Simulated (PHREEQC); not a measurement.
A column of 1 m (40 cells, dispersivity 0.08 m, 3600 s a shift, diffusion coefficient 3e-10 m²/s) holds 0.0085 eq of the database's cation exchanger X per kg of pore water, first in equilibrium with 0.35 mmol/kgw MgCl2 and 0.01 mmol/kgw HCl. It is flushed with 0.011 mol/kgw SrCl2 and 1e-05 mol/kgw HCl, at 25 °C. Values are for the last cell. CO2 from the air is kept out. No solid was allowed to form.

All values are PHREEQC results (ion-association model, phreeqc.dat), not measurements.

```tsv
pore volumes	Sr in solution (mol/kgw)	Mg in solution (mol/kgw)	Cl in solution (mol/kgw)	SrX2 on the exchanger (mol/kgw)	MgX2 on the exchanger (mol/kgw)
0	0	0.000350	0.000710	0	0.00425
0.1125	0	0.000350	0.000710	0	0.00425
0.2125	0	0.000350	0.000710	0	0.00425
0.4125	0	0.000502	0.00101	0	0.00425
0.5125	2.67e-13	0.000955	0.00192	2.42e-12	0.00425
0.6125	8.12e-9	0.00180	0.00361	3.92e-8	0.00425
0.8125	6.40e-5	0.00415	0.00843	0.000130	0.00412
0.9125	0.000428	0.00504	0.0109	0.000627	0.00362
1.012	0.00135	0.00526	0.0132	0.00146	0.00279
1.113	0.00273	0.00486	0.0152	0.00227	0.00198
1.212	0.00424	0.00415	0.0168	0.00287	0.00138
1.413	0.00684	0.00270	0.0191	0.00356	0.000689
1.512	0.00781	0.00211	0.0198	0.00375	0.000497
1.613	0.00857	0.00163	0.0204	0.00389	0.000363
1.812	0.00962	0.000961	0.0212	0.00405	0.000198
1.913	0.00996	0.000732	0.0214	0.00410	0.000148
2.013	0.0102	0.000556	0.0216	0.00414	0.000110
2.112	0.0104	0.000422	0.0217	0.00417	8.27e-5
2.212	0.0106	0.000320	0.0218	0.00419	6.20e-5
2.413	0.0108	0.000183	0.0219	0.00421	3.50e-5
2.513	0.0108	0.000138	0.0219	0.00422	2.64e-5
2.612	0.0109	0.000104	0.0220	0.00423	1.98e-5
2.812	0.0109	5.91e-5	0.0220	0.00424	1.12e-5
2.913	0.0109	4.46e-5	0.0220	0.00424	8.46e-6
3.013	0.0110	3.36e-5	0.0220	0.00424	6.37e-6
```
